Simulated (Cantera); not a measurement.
Input: 1 mol Ta(OEt)5, 13 mol H2O, 4.8 mol H2, 8.4 mol CO2, at 2048 K.

Equilibrium computed with Cantera from the NASA thermochemical tables; the gas is ideal and each condensed phase is pure. Candidate condensed phases: C, C6H6, C7H8, C8H18, H2O, Ta, TaC, Ta2O5; 113 gas species. The feed counts by its element totals alone. Equilibrium is a limit: real reactors are often held back by kinetics, nucleation or transport.

Question: Which condensed phases are stable at each of these points (P (Pa)): 0.100, 0.750, 5.60, 42, 320, 2400, 18000, 130000, 1000000?

Answer: 
```csv
P (Pa),condensed phases,Ta condensed (%)
0.100,gas only,0.0
0.750,gas only,0.0
5.60,Ta2O5(s),87.0
42,Ta2O5(s),98.3
320,Ta2O5(s),99.8
2400,Ta2O5(s),100.0
18000,Ta2O5(s),100.0
130000,Ta2O5(s),100.0
1000000,Ta2O5(s),100.0
```

From 1.00e-6 bar to 7.50e-6 bar nothing is condensed. From 5.60e-5 bar to 10.0 bar the condensed part is Ta2O5(s).
